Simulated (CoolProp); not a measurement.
Octamethyltrisiloxane (MDM) along the isotherm 301.85 °C: fugacity coefficient from the reference equation and from simpler models built on Tc = 292.2 °C, pc = 14.38 bar, ω = 0.528; each cubic takes its own stable root.

Computed with CoolProp (reference Helmholtz-energy equation of state, Thol 2017).

| p (bar) | phase | reference |
|---|---|---|
| 0.114 | gas | 0.9975 |
| 0.259 | gas | 0.9944 |
| 0.589 | gas | 0.9872 |
| 1.34 | gas | 0.9710 |
| 3.05 | gas | 0.9343 |
| 6.94 | gas | 0.8512 |
| 15.8 | supercritical | 0.6543 |
| 35.9 | supercritical | 0.3669 |

Q: How far does each simpler model (van der Waals, Redlich-Kwong, Soave-Redlich-Kwong, Peng-Robinson) lie from the reference over these 8 states: mean and median of the absolute difference, and the worst?

A: 
- van der Waals: mean 2.2 %, median 0.4 %, worst +11.6 % at 301.85 °C and 35.9 bar
- Redlich-Kwong: mean 0.5 %, median 0.2 %, worst +2.5 % at 301.85 °C and 35.9 bar
- Soave-Redlich-Kwong: mean 0.8 %, median 0.1 %, worst +5.2 % at 301.85 °C and 35.9 bar
- Peng-Robinson: mean 0.9 %, median 0.7 %, worst -2.8 % at 301.85 °C and 15.8 bar
